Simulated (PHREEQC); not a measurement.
# Metal-bearing waste water (model solution)

Consider water at 37 °C with 4.3 mmol/kgw CuSO4, 0.6 mmol/kgw MgSO4, 0.44 mmol/kgw HCl and 0.032 mmol/kgw Na2SO4. Closed to the air; pH follows from the charge balance.

All values are PHREEQC results (ion-association model, wateq4f.dat), not measurements.

Each row changes one thing in this solution. No solid was allowed to form.

```csv
case,pH,ionic strength (mol/kgw),SO4-2 (mol/kgw),Cu+2 (mol/kgw),CuSO4 (mol/kgw),Mg+2 (mol/kgw),SI of Chalcanthite (CuSO4:5H2O),SI of Tenorite (CuO)
as made,3.51,0.0152,0.00365,0.00329,0.00100,0.000418,-2.74,-2.85
temperature from 37 to 60 °C,3.58,0.0146,0.00349,0.00324,0.00105,0.000358,-2.85,-1.99
MgSO4 from 0.0006 to 0.006 mol/kgw,3.58,0.0272,0.00662,0.00301,0.00129,0.00372,-2.63,-2.81
diluted 10-fold with water,4.40,0.00188,0.000458,0.000402,2.77e-5,5.46e-5,-4.30,-1.87
diluted 2-fold with water,3.77,0.00824,0.00199,0.00178,0.000370,0.000231,-3.18,-2.57
temperature from 37 to 70 °C,3.62,0.0144,0.00343,0.00322,0.00107,0.000334,?,?
Na2SO4 left out,3.51,0.0151,0.00362,0.00330,0.00100,0.000419,-2.74,-2.85
```

### Question
Fill in the missing entries.

### Answer

- temperature from 37 to 70 °C, SI of Chalcanthite (CuSO4:5H2O): -2.90
- temperature from 37 to 70 °C, SI of Tenorite (CuO): -1.63

Away from 25 °C the constants follow the database's enthalpies or fits; those with neither stay at their 25 °C values.
